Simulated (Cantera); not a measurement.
A Cantera script and what it prints.

```python
import numpy as np
import cantera as ct

gas_names = """
    H HO2 H2 H2O H2O2 H2S H2SO4 Mg MgH MgO MgOH MgO2H2 MgS Mg2 O OH O2 O3 S SH SO SO2 SO3 S2 S2O S8
""".split()
cond_names = """
    H2O(s) H2O(L) H2SO4(L) Mg(cr) Mg(L) MgO(s) MgO(L) MgO2H2(s) MgS(s) MgSO4(s) MgSO4(L) S(cr1) S(cr2)
    S(L)
""".split()


# ... load() reads the species with a 1 bar reference pressure and builds the phases ...
atoms = {
    'MgO': {'Mg': 1, 'O': 1},
    'H2S': {'H': 2, 'S': 1},
    'O2': {'O': 2},
}
top_T = {'MgS(s)': 2250}  # K; cautious upper limits of use, not melting points


# ... equilibrate(T, P, feed) seeds the gas with the atoms and calls Mixture.equilibrate('TP', solver="vcs", rtol=1e-11, max_steps=5000) ...
results = []
T = 700  # K
P = 2000  # Pa
for m in [0.15, 0.18, 0.22, 0.27, 0.33, 0.4, 0.48, 0.59, 0.72, 0.88, 1.1, 1.3, 1.6]:
    feed = {'MgO': 1, 'H2S': m, 'O2': 0.04}  # mol
    mix = equilibrate(T, P, feed)
    results.append((T, P, feed, dict(zip(mix.species_names, mix.species_moles))))

top = {s: max(r[3][s] / sum(r[3][g] for g in gas_names) for r in results) for s in gas_names}
cols = sorted((s for s in top if top[s] > 1e-06), key=lambda s: -top[s])[:6]
seen = [c for c in cond_names if any(r[3].get(c, 0) > 1e-12 for r in results)]
print("log10 of partial pressures in bar; condensed amounts in mol")
print(f"{'n(H2S)':>10s}" + "".join(f"{s[:9]:>10s}" for s in cols + seen))
for T, P, feed, n in results:
    ng = sum(n[g] for g in gas_names)
    print(f"{feed['H2S']:10.4g}" + "".join(f"{np.log10(max(n[s] / ng * P / 1e5, 1e-99)):10.3f}" for s in cols)
          + "".join(f"{n.get(c, 0):10.4g}" for c in seen))
```

Output:

```
log10 of partial pressures in bar; condensed amounts in mol
    n(H2S)       H2S       H2O        S2       SO2        S8        H2    MgO(s)
      0.15    -2.084    -2.098    -2.483    -3.481    -3.881    -4.972         1
      0.18    -2.018    -2.151    -2.516    -3.769    -4.011    -4.889         1
      0.22    -1.957    -2.218    -2.563    -4.094    -4.200    -4.805         1
      0.27    -1.907    -2.291    -2.621    -4.428    -4.431    -4.726         1
      0.33    -1.867    -2.367    -2.685    -4.753    -4.687    -4.654         1
       0.4    -1.837    -2.441    -2.751    -5.063    -4.953    -4.591         1
      0.48    -1.813    -2.513    -2.818    -5.354    -5.219    -4.534         1
      0.59    -1.792    -2.596    -2.896    -5.681    -5.532    -4.473         1
      0.72    -1.775    -2.678    -2.973    -5.993    -5.841    -4.417         1
      0.88    -1.761    -2.760    -3.052    -6.305    -6.157    -4.364         1
       1.1    -1.749    -2.853    -3.140    -6.647    -6.509    -4.308         1
       1.3    -1.742    -2.924    -3.206    -6.901    -6.772    -4.268         1
       1.6    -1.734    -3.011    -3.287    -7.213    -7.095    -4.220         1
```

Method: chemical equilibrium by Gibbs-energy minimisation in Cantera with the NASA 1993 tables (ideal gas, pure condensed phases). Gases not in the tables: S3 to S7.
